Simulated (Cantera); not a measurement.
An isothermal, constant-pressure homogeneous reactor starts with C2H4 : O2 : N2 : H2O = 0.0027 : 0.03 : 1 : 0.063 (molar parts), at 1375 K and 160000 Pa.

Computed with Cantera and GRI-Mech 3.0 (53 species, 325 reactions). GRI-Mech 3.0 was tuned for natural gas; its chemistry of ethylene as a main component is partial and can be far from experiment.

x: mole fraction; the columns are a selection and need not sum to one.

```tsv
t (s)	x C2H4	x O2	x H2O	x NO2	x CH2	x O	x H2O2
0.000200	0.00168	0.0264	0.0579	9.97e-12	1.26e-6	?	1.21e-6
0.000632	<1e-12	0.0209	0.0618	3.68e-10	2.87e-12	?	5.58e-7
0.00200	<1e-12	0.0201	0.0623	1.19e-9	<1e-12	?	1.90e-7
0.00632	<1e-12	0.0200	0.0624	1.87e-9	<1e-12	?	4.33e-8
0.0200	<1e-12	0.0200	0.0624	1.20e-9	<1e-12	?	8.21e-9
0.0632	<1e-12	0.0200	0.0624	6.55e-10	<1e-12	?	1.99e-9
0.200	<1e-12	0.0200	0.0624	6.20e-10	<1e-12	7.49e-8	1.10e-9
0.632	<1e-12	0.0200	0.0624	6.25e-10	<1e-12	7.16e-8	1.05e-9
2.00	<1e-12	0.0200	0.0624	6.28e-10	<1e-12	7.16e-8	1.05e-9
6.32	<1e-12	0.0200	0.0624	6.34e-10	<1e-12	7.16e-8	1.05e-9
20.0	<1e-12	0.0200	0.0624	6.53e-10	<1e-12	7.16e-8	1.05e-9
```

**Question.** What belongs in the gaps?

**Answer.** 
- 0.000200, x O: 5.92e-5
- 0.000632, x O: 0.000161
- 0.00200, x O: 2.96e-5
- 0.00632, x O: 4.23e-6
- 0.0200, x O: 6.34e-7
- 0.0632, x O: 1.40e-7
